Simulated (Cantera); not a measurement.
Charge: 1 mol Si3N4, 0.047 mol H2O, a varied amount of N2, 0.012 mol N2O, equilibrated at 2075 K and 1000 Pa.

Method: chemical equilibrium by Gibbs-energy minimisation in Cantera with the NASA 1993 tables (ideal gas, pure condensed phases). Candidate condensed phases: H2O, Si, SiO2, Si2N2O, Si3N4; 35 gas species. The tables' values for SiN are old estimates; treat these amounts as uncertain. Equilibrium is a limit: real reactors are often held back by kinetics, nucleation or transport.

log p: log10 of the partial pressure in bar; n: condensed amount in mol.

```tsv
n(N2) (mol)	log p N2	log p Si	log p SiO	log p H2	log p H	log p Si2N	log p SiN	n Si(l)
11	-2.01	-3.99	-4.35	-4.55	-4.85	-5.57	-5.66	2.79
14	-2.01	-3.99	-4.44	-4.65	-4.90	-5.57	-5.66	2.76
18	-2.01	-3.99	-4.54	-4.76	-4.95	-5.57	-5.65	2.71
22	-2.01	-3.99	-4.62	-4.85	-5.00	-5.57	-5.65	2.67
28	-2.01	-3.99	-4.71	-4.96	-5.06	-5.57	-5.65	2.60
35	-2.01	-3.99	-4.80	-5.07	-5.11	-5.57	-5.65	2.52
44	-2.01	-3.99	-4.90	-5.18	-5.17	-5.57	-5.65	2.41
55	-2.01	-3.99	-4.99	-5.29	-5.22	-5.57	-5.65	2.29
69	-2.01	-3.99	-5.09	-5.41	-5.28	-5.57	-5.65	2.13
87	-2.01	-3.99	-5.18	-5.54	-5.34	-5.57	-5.65	…
110	-2.01	-3.99	-5.28	-5.67	-5.41	-5.57	-5.65	…
140	-2.01	-3.99	-5.39	-5.80	-5.48	-5.56	-5.65	…
170	-2.01	-3.99	-5.47	-5.92	-5.53	-5.56	-5.65	…
```

Task: Some entries are withheld; supply them.

Result: 
- 87, n Si(l): 1.92
- 110, n Si(l): 1.66
- 140, n Si(l): 1.32
- 170, n Si(l): 0.977
